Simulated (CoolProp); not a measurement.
Neopentane along the isotherm 550 K: fugacity coefficient from the reference equation and from simpler models built on Tc = 433.7 K, pc = 31.96 bar, ω = 0.196; each cubic takes its own stable root.

The numbers come from the reference Helmholtz-energy equation of state, Lemmon 2006 in CoolProp. It is a short technical equation, of lower accuracy than the large ones.

| p (bar) | phase | reference | Soave-Redlich-Kwong | Peng-Robinson |
|---|---|---|---|---|
| 3.69 | gas | 0.9824 | 0.9831 | 0.9798 |
| 7.38 | gas | 0.9650 | 0.9664 | 0.9600 |
| 11.1 | gas | 0.9477 | 0.9499 | 0.9404 |
| 14.8 | gas | 0.9307 | 0.9337 | 0.9215 |
| 18.4 | gas | 0.9143 | 0.9182 | 0.9034 |
| 22.1 | gas | 0.8978 | 0.9026 | 0.8853 |
| 25.8 | gas | 0.8815 | 0.8872 | 0.8676 |
| 29.5 | gas | 0.8654 | 0.8722 | 0.8504 |
| 33.2 | supercritical | 0.8496 | 0.8574 | 0.8336 |
| 36.9 | supercritical | 0.8341 | 0.8429 | 0.8172 |
| 40.6 | supercritical | 0.8188 | 0.8288 | 0.8013 |
| 44.3 | supercritical | 0.8039 | 0.8150 | 0.7859 |
| 47.9 | supercritical | 0.7896 | 0.8019 | 0.7714 |
